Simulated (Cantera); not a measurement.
Feed: 1 mol SiC, 0.066 mol H₂O, 5.6 mol H₂, 0.024 mol O₂, equilibrated at 2150 K and 10.0 mbar.

Equilibrium computed with Cantera from the NASA thermochemical tables; the gas is ideal and each condensed phase is pure. Candidate condensed phases: C, C₆H₆, C₇H₈, C₈H₁₈, H₂O, Si, SiC, SiO₂; 123 gas species. Gases not in the tables: Si₂H₆ and higher silanes. The numbers say what is thermodynamically allowed, not how fast it happens.

Base state: H₂ 0.929, H 0.0407, CO 0.0149, Si 0.00969, SiO 0.00423, Si₂C 0.000477, SiH 0.000457, SiH₂ 9.41e-5 (mole fractions); condensed: SiC(s).

Question: What changes in the equilibrium state with this change: SiC replaced by Si?

Answer: 
| species | before | after |
|---|---|---|
| H₂ | 0.929 | 0.917 |
| H | 0.0407 | 0.0404 |
| Si | 0.00969 | 0.0224 |
| CO | 0.0149 | 0 |
| SiO | 0.00423 | 0.0189 |
| Si₂C | 0.000477 | 0 |
| C₂H₂ (acetylene) | 8.14e-5 | 0 |
| SiC₂ | 3.47e-5 | 0 |
| Si₃ | 5.22e-6 | 6.49e-5 |
| Si₂ | 6.06e-5 | 0.000325 |
| SiC(s), mol | 0.907 | 0 |
| Si(l), mol | 0 | 0.738 |

Question: What changes in the equilibrium state with this change: O₂ from 0.024 to 0.0071 mol?

Answer: 
```
species            before     after
----------------  -------  --------
H₂                  0.929     0.936
H                  0.0407    0.0408
CO                 0.0149    0.0112
SiO               0.00423   0.00231
Si                0.00969   0.00823
C₂H₂ (acetylene)  8.14e-5  0.000114
Si₂               6.06e-5   4.37e-5
SiC₂              3.47e-5   4.08e-5
SiC(s), mol         0.907     0.929
```
